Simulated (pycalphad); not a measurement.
Effect of B content in Ti-Hf-B

Source of the numbers: pycalphad with the COST 507 light-alloy database (1999); pressure 1 atm. The database dates from 1999; later assessments differ in places, in temperatures and in the compounds included. Amounts are mole fractions of atoms.

```csv
alloy,liquidus (K),first solid,solidus (K),phases at 1250 K
Ti-3.117Hf-0.1821B (wt.%),1922,bcc,1814,"bcc 0.99, BM 0.01"
Ti-3.137Hf-0.3665B (wt.%),1904,bcc,1814,"bcc 0.97, BM 0.03"
Ti-3.177Hf-0.7447B (wt.%),1872,bcc,1814,"bcc 0.94, BM 0.06"
Ti-3.218Hf-1.13B (wt.%),1843,bcc,1814,"bcc 0.90, BM 0.10"
```

Database names, with the compositions (at.%) that they take in these runs: BM: Ti 50 B 50.
